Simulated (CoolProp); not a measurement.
Computed with CoolProp (reference Helmholtz-energy equation of state, de Vries 1995).

**Question.** For R124, give the phase and the cp (kJ/(kg K)), cv (kJ/(kg K)), viscosity (µPa s), Prandtl number at 470 K and 0.618 bar; 470 K and 54.4 bar.

**Answer.** 
- 470 K and 0.618 bar: gas; cp 0.951, cv 0.889, viscosity 20.1, Prandtl number 0.668
- 470 K and 54.4 bar: supercritical; cp 1.27, cv 0.950, viscosity 25.1, Prandtl number 0.897

Viscosity comes from a separate model (Bell 2016), an estimate that may be off by 10 % or more. Thermal conductivity comes from a separate model (Huber 2003), an estimate that may be off by 10 % or more.
